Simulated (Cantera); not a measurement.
A freely propagating, adiabatic, planar premixed flame of CH4 : C2H6 : O2 : N2 = 1 : 0.28 : 3.43 : 12.9 (molar parts), equivalence ratio 0.87, unburnt at 700 K and 0.780 atm; mixture-averaged transport, grid criteria slope 0.08 and curve 0.16, no radiation.

Detailed kinetics in Cantera: GRI-Mech 3.0 (53 species, 325 reactions). Burning velocities carry a grid error of a few per cent, more on coarse grids.

x: mole fraction of selected species; z is measured from the peak of heat release.

```
z (mm)   T (K)  u (m/s)     x CH4    x C2H6    x O2    x C2H  x HCO     x CH3
-------  -----  -------  --------  --------  ------  -------  -----  --------
-1.13      700     1.78    0.0567    0.0159   0.195    <1e-8  <1e-8   2.59e-8
-0.753     701     1.79    0.0566    0.0159   0.194    <1e-8  <1e-8   2.72e-7
-0.564     706     1.81    0.0562    0.0158   0.194    <1e-8  <1e-8   1.37e-6
-0.376     740     1.90    0.0545    0.0155   0.190    <1e-8  <1e-8   1.46e-5
-0.188    1016     2.65    0.0426    0.0118   0.166    <1e-8    [?]  0.000534
-0.0941   1377     3.64    0.0261   0.00516   0.131  1.17e-8    [?]   0.00240
0         1743     4.66   0.00764  0.000358  0.0861  4.65e-7    [?]   0.00217
0.0941    1902     5.09  0.000772   1.67e-6  0.0582  3.10e-7    [?]  0.000288
0.188     1945     5.19   3.98e-5     <1e-8  0.0474  1.60e-8    [?]   1.53e-5
0.376     1991     5.29   1.28e-7     <1e-8  0.0413    <1e-8    [?]   5.32e-8
0.753     2054     5.42     <1e-8     <1e-8  0.0379    <1e-8    [?]     <1e-8
1.51      2131     5.60     <1e-8     <1e-8  0.0354    <1e-8    [?]     <1e-8
3.01      2212     5.78     <1e-8     <1e-8  0.0328    <1e-8  <1e-8     <1e-8
```

Question: Fill in the missing entries.

Answer: 
- -0.188, x HCO: 9.08e-7
- -0.0941, x HCO: 2.02e-5
- 0, x HCO: 8.03e-5
- 0.0941, x HCO: 2.97e-5
- 0.188, x HCO: 2.27e-6
- 0.376, x HCO: 5.06e-8
- 0.753, x HCO: 2.66e-8
- 1.51, x HCO: 1.48e-8
